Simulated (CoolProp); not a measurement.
Vapour-liquid equilibrium of propane (1) + n-pentane (2) at 156 kPa; x and y are mole fractions of (1).

The numbers come from the multi-fluid Helmholtz-energy mixture model, Lemmon 2009 and Thol 2019; pair parameters Kunz 2012 in CoolProp.

```tsv
x	bubble temperature (K)	y at the bubble point	dew temperature at overall composition x (K)	liquid density (mol/L)
0.05	307.8	0.395	320.9	8.541
0.2	280.2	0.816	315.7	9.232
0.35	266.1	0.917	309.8	9.858
0.5	257.5	0.957	302.8	10.51
0.65	251.4	0.977	294.0	11.22
0.8	246.6	0.989	281.8	11.95
0.95	242.6	0.998	259.2	12.67
```

No azeotrope shows between x = 0.05 and 0.95.

The pair parameters rest on a limited set of measurements; away from them the model extrapolates.
